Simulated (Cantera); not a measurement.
A freely propagating, adiabatic, planar premixed flame of CH₄ : O₂ : N₂ = 1 : 1.82 : 8.36 (molar parts), equivalence ratio 1.1, unburnt at 523 K and 7500 Torr; mixture-averaged transport, grid criteria slope 0.08 and curve 0.16, no radiation.

Cantera simulation using GRI-Mech 3.0 (53 species, 325 reactions); the numbers are that mechanism's predictions, not measurements. Burning velocities carry a grid error of a few per cent, more on coarse grids.

Q: How do the results move with these cheaper or finer settings: unity-Lewis-number transport; multicomponent transport; multicomponent+Soret transport; grid criteria slope 0.5, curve 1; grid criteria slope 0.25, curve 0.5; grid criteria slope 0.03, curve 0.06?

A: 
```tsv
setting	laminar burning velocity	thermal thickness	peak x(CH₂)	peak x(CH₂O)	grid points
as above	22.8 cm/s	0.111 mm	2.25e-5	0.00114	140
unity-Lewis-number transport	16.7 cm/s	0.140 mm	2.18e-5	0.000711	140
multicomponent transport	23.1 cm/s	0.112 mm	2.27e-5	0.00114	141
multicomponent+Soret transport	23.0 cm/s	0.112 mm	2.27e-5	0.00113	142
grid criteria slope 0.5, curve 1	25.2 cm/s	0.120 mm	2.18e-5	0.00116	39
grid criteria slope 0.25, curve 0.5	23.6 cm/s	0.115 mm	2.23e-5	0.00114	62
grid criteria slope 0.03, curve 0.06	22.4 cm/s	0.111 mm	2.24e-5	0.00114	336
```
The base run took very roughly 11 core-seconds.
Unity Lewis numbers drop preferential diffusion, which matters most where H2 and H carry the flame; Soret adds thermal diffusion.
